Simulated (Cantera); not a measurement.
## Equilibrium for chlorosilane synthesis and conversion: Si + HCl + H₂

A closed system holds: 1 mol Si, 3.7 mol HCl, 1.7 mol H₂, at 1 atm.

Equilibrium computed with Cantera from the NASA thermochemical tables; the gas is ideal and each condensed phase is pure. Candidate condensed phases: Si; 19 gas species. The tables' values for SiCl₃ are old estimates; treat these amounts as uncertain. Rates play no part.

From 350 °C to 700 °C nothing is condensed. At 750 °C the condensed part is Si(s). The main Si-bearing gas is SiCl₄ throughout.

```json
[
 {"T (°C)": "350", "log p H₂": "-0.11", "log p SiCl₄": "-0.79", "log p SiHCl₃": "-1.18", "log p HCl": "-4.05", "log p SiH₂Cl₂": "-2.84", "log p SiCl₃": "-6.28", "log p SiCl₂": "-8.78", "log p SiH₃Cl": "-5.20", "n Si(s)": "0"},
 {"T (°C)": "400", "log p H₂": "-0.11", "log p SiCl₄": "-0.79", "log p SiHCl₃": "-1.18", "log p HCl": "-3.61", "log p SiH₂Cl₂": "-2.78", "log p SiCl₃": "-5.61", "log p SiCl₂": "-7.76", "log p SiH₃Cl": "-5.06", "n Si(s)": "0"},
 {"T (°C)": "450", "log p H₂": "-0.11", "log p SiCl₄": "-0.79", "log p SiHCl₃": "-1.18", "log p HCl": "-3.24", "log p SiH₂Cl₂": "-2.73", "log p SiCl₃": "-5.03", "log p SiCl₂": "-6.88", "log p SiH₃Cl": "-4.94", "n Si(s)": "0"},
 {"T (°C)": "500", "log p H₂": "-0.11", "log p SiCl₄": "-0.79", "log p SiHCl₃": "-1.18", "log p HCl": "-2.92", "log p SiH₂Cl₂": "-2.68", "log p SiCl₃": "-4.53", "log p SiCl₂": "-6.11", "log p SiH₃Cl": "-4.83", "n Si(s)": "0"},
 {"T (°C)": "550", "log p H₂": "-0.11", "log p SiCl₄": "-0.79", "log p SiHCl₃": "-1.18", "log p HCl": "-2.64", "log p SiH₂Cl₂": "-2.64", "log p SiCl₃": "-4.09", "log p SiCl₂": "-5.43", "log p SiH₃Cl": "-4.73", "n Si(s)": "0"},
 {"T (°C)": "600", "log p H₂": "-0.11", "log p SiCl₄": "-0.80", "log p SiHCl₃": "-1.17", "log p HCl": "-2.40", "log p SiH₂Cl₂": "-2.59", "log p SiCl₃": "-3.69", "log p SiCl₂": "-4.81", "log p SiH₃Cl": "-4.62", "n Si(s)": "0"},
 {"T (°C)": "650", "log p H₂": "-0.11", "log p SiCl₄": "-0.80", "log p SiHCl₃": "-1.16", "log p HCl": "-2.20", "log p SiH₂Cl₂": "-2.53", "log p SiCl₃": "-3.33", "log p SiCl₂": "-4.26", "log p SiH₃Cl": "-4.51", "n Si(s)": "0"},
 {"T (°C)": "700", "log p H₂": "-0.11", "log p SiCl₄": "-0.81", "log p SiHCl₃": "-1.15", "log p HCl": "-2.02", "log p SiH₂Cl₂": "-2.48", "log p SiCl₃": "-3.01", "log p SiCl₂": "-3.75", "log p SiH₃Cl": "-4.40", "n Si(s)": "0"},
 {"T (°C)": "750", "log p H₂": "-0.11", "log p SiCl₄": "-0.81", "log p SiHCl₃": "-1.16", "log p HCl": "-1.85", "log p SiH₂Cl₂": "-2.45", "log p SiCl₃": "-2.73", "log p SiCl₂": "-3.33", "log p SiH₃Cl": "-4.34", "n Si(s)": "0.00368"}
]
```
log p: log10 of the partial pressure in bar; n: condensed amount in mol.
